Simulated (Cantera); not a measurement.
Input: 1 mol Si3N4, 0.4 mol O2, 22 mol N2, at 5.70e-5 bar.

Cantera equilibrium calculation (NASA polynomials, part measured and part estimated; ideal gas, pure solids and liquids). Candidate condensed phases: Si, SiO2, Si2N2O, Si3N4; 16 gas species. The tables' values for SiN are old estimates; treat these amounts as uncertain. Equilibrium is a limit: real reactors are often held back by kinetics, nucleation or transport. All values below are at 1900 K.

Base state: N2 0.889, Si 0.0806, SiO 0.0296, Si2 0.000236, SiN 0.000192, Si2N 0.000101, Si3 1.94e-5 (mole fractions); condensed: gas only.

What changes in the equilibrium state with this change: O2 from 0.4 to 0.0015 mol?


```json
[
 {"species": "N2", "before": "0.889", "after": "0.890"},
 {"species": "Si", "before": "0.0806", "after": "0.109"},
 {"species": "Si2", "before": "0.000236", "after": "0.000435"},
 {"species": "SiO", "before": "0.0296", "after": "0.000111"},
 {"species": "Si3", "before": "1.94e-5", "after": "4.86e-5"},
 {"species": "Si2N", "before": "0.000101", "after": "0.000187"},
 {"species": "SiN", "before": "0.000192", "after": "0.000261"}
]
```
